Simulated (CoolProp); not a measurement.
The numbers come from the reference Helmholtz-energy equation of state, Lemmon 2006 in CoolProp. It is a short technical equation, of lower accuracy than the large ones.

**Question.** For CH3F (R41), give the phase and the density (kg/m³), Joule-Thomson coefficient (K/MPa), isothermal compressibility (1/MPa) at 259.2 K and 4.59 MPa; 319.5 K and 4.59 MPa.

**Answer.** 
- 259.2 K and 4.59 MPa: liquid; density 736, Joule-Thomson coefficient 0.00800, isothermal compressibility 0.00480
- 319.5 K and 4.59 MPa: gas; density 94.3, Joule-Thomson coefficient 12.7, isothermal compressibility 0.404
